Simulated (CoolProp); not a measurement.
The numbers come from the reference Helmholtz-energy equation of state, Gao 2022 in CoolProp.

Q: For n-perfluorohexane, give the phase and the cv (kJ/(kg K)), speed of sound (m/s), Joule-Thomson coefficient (K/MPa) at 161.85 °C and 0.101 MPa.

A: 
- 161.85 °C and 0.101 MPa: gas; cv 0.969, speed of sound 102, Joule-Thomson coefficient 8.81
